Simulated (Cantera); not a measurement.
An isothermal, constant-pressure homogeneous reactor starts with 2.32 % CO, 8.55 % O2, 0.0499 % H2O, 89.1 % N2, equivalence ratio 0.14, at 1023 K and 14000 Pa.

Computed with Cantera and GRI-Mech 3.0 (53 species, 325 reactions).

One state of this run: x CO = 1.45e-5; x O2 = 0.0748; x H2O = 0.000504; x H2O2 = 5.43e-10; x NO2 = 3.69e-9. x: mole fraction; the columns are a selection and need not sum to one.

Problem. Which value of t (s) does it belong to?
(A) 0.136
(B) 1.88
(C) 7.00
(D) 0.506

Solution. C, 7.00
